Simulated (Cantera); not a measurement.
# Reactions in the system Cr-H-N-O

Source: NASA polynomial tables (part measured, part estimated), evaluated in Cantera. Values are per mole of reaction as written; species without (g) are pure solids or liquids, kept so even where they would boil at 1 bar.

2 CrO₃(g) + 6 H₂(g) + N(g) → Cr₂N + 6 H₂O(g)

```
T (K)  ΔH° (kJ)  ΔS° (J/K)  ΔG° (kJ)  log10 K
-----  --------  ---------  --------  -------
300     -1463.5     -272.1   -1381.8   240.59
448     -1469.9     -289.5   -1340.2   156.26
648     -1479.0     -306.2   -1280.5   103.22
848     -1486.4     -316.3   -1218.2    75.03
1048    -1491.4     -321.7   -1154.3    57.53
1248    -1493.6     -323.6   -1089.7    45.61
1448    -1493.2     -323.4   -1025.0    36.97
1648    -1490.4     -321.6    -960.5    30.44
```
